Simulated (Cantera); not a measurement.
Fe(CO)₅ + H₂ + N₂ (iron carbonyl, mercury and lead vapours)

Feed: 1 mol Fe(CO)₅, 3.7 mol H₂, 17 mol N₂, held at 7.50 Torr.

Cantera equilibrium calculation (NASA polynomials, part measured and part estimated; ideal gas, pure solids and liquids). Candidate condensed phases: C, C₆H₆, C₇H₈, C₈H₁₈, Fe, Fe(CO)₅, FeO, Fe(OH)₂, Fe(OH)₃, Fe₂O₃, Fe₃O₄, H₂O; 140 gas species. Condensed phases not in the tables: cementite and carbon dissolved in iron. Kinetics and transport are ignored.

| T (°C) | x N₂ | x CO | x H₂ | x CO₂ | x H₂O | n C(graphite) | n Fe(α) | n Fe(γ) |
|---|---|---|---|---|---|---|---|---|
| 552 | 0.672 | 0.169 | 0.143 | 0.0129 | 0.00305 | 0.398 | 1.00 | 0 |
| 602 | 0.665 | 0.187 | 0.143 | 0.00376 | 0.00109 | 0.122 | 1.00 | 0 |
| 652 | 0.663 | 0.192 | 0.144 | 0.00111 | 0.000411 | 0.0378 | 1.00 | 0 |
| 702 | 0.662 | 0.194 | 0.144 | 0.000361 | 0.000167 | 0.0129 | 1.00 | 0 |
| 752 | 0.662 | 0.194 | 0.144 | 0.000130 | 7.42e-5 | 0.00479 | 1.00 | 0 |
| 802 | 0.662 | 0.194 | 0.144 | 5.14e-5 | 3.54e-5 | 0.00186 | 1.00 | 0 |
| 852 | 0.662 | 0.194 | 0.144 | 2.21e-5 | 1.80e-5 | 0.000633 | 1.00 | 0 |
| 902 | 0.661 | 0.195 | 0.144 | 1.06e-5 | 1.00e-5 | 0 | 1.00 | 0 |
| 952 | 0.661 | 0.195 | 0.144 | 8.96e-6 | 9.74e-6 | 0 | 0 | 1.00 |
| 1002 | 0.661 | 0.195 | 0.144 | 7.91e-6 | 9.73e-6 | 0 | 0 | 1.000 |
| 1052 | 0.661 | 0.195 | 0.144 | 7.13e-6 | 9.82e-6 | 0 | 0 | 1.000 |
| 1102 | 0.661 | 0.195 | 0.144 | 6.50e-6 | 9.95e-6 | 0 | 0 | 1.000 |
| 1152 | 0.661 | 0.195 | 0.144 | 5.99e-6 | 1.01e-5 | 0 | 0 | 1.000 |
x: gas mole fraction; n: condensed amount in mol.

From 552 °C to 852 °C the condensed part is C(graphite) + Fe(α). At 902 °C the condensed part is Fe(α). From 952 °C to 1152 °C the condensed part is Fe(γ).
